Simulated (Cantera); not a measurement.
An adiabatic, constant-volume homogeneous reactor starts with CH₄ : O₂ : N₂ = 1 : 5.13 : 13.3 (molar parts), at 1498 K and 1.00 bar. Integrator tolerance rtol = 1e-08.

Computed with Cantera and GRI-Mech 3.0 (53 species, 325 reactions).

| quantity | before | after |
|---|---|---|
| time of steepest temperature rise | 0.670 ms | 7.23 ms |
| temperature at 0.300 s | 2586 K | 2468 K |
| equilibrium temperature | 2586 K | 2468 K |
| x(CH₄) at 0.300 s | <1e-12 (gas-phase equilibrium <1e-12) | <1e-12 (gas-phase equilibrium <1e-12) |
| x(O₂) at 0.300 s | 0.146 (gas-phase equilibrium 0.146) | 0.149 (gas-phase equilibrium 0.149) |
| x(CH₂O) at 0.300 s | 5.97e-12 (gas-phase equilibrium 5.97e-12) | 2.00e-12 (gas-phase equilibrium 2.00e-12) |
| x(CH₂) at 0.300 s | <1e-12 (gas-phase equilibrium <1e-12) | <1e-12 (gas-phase equilibrium <1e-12) |
| x(H) at 0.300 s | 0.00112 (gas-phase equilibrium 0.00112) | 0.000476 (gas-phase equilibrium 0.000476) |

### Question
Which change was made?
A. pressure from 1.00 bar to 5.00 bar
B. initial temperature 1498 to 1225 K
C. pressure from 1.00 bar to 0.240 bar
D. initial temperature 1498 to 1275 K

### Answer
D, initial temperature 1498 to 1275 K
